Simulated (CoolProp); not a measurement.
Values from CoolProp's reference Helmholtz-energy equation of state, Lemmon 2016.

Task: For R115, give the phase and the cp (kJ/(kg K)), cv (kJ/(kg K)), speed of sound (m/s), isothermal compressibility (1/MPa) at -41.35 °C and 12.5 MPa; 14.75 °C and 12.5 MPa; 182.95 °C and 12.5 MPa.

Result: 
- -41.35 °C and 12.5 MPa: liquid; cp 0.907, cv 0.626, speed of sound 704, isothermal compressibility 0.00183
- 14.75 °C and 12.5 MPa: liquid; cp 0.991, cv 0.697, speed of sound 513, isothermal compressibility 0.00380
- 182.95 °C and 12.5 MPa: supercritical; cp 1.19, cv 0.870, speed of sound 183, isothermal compressibility 0.0569
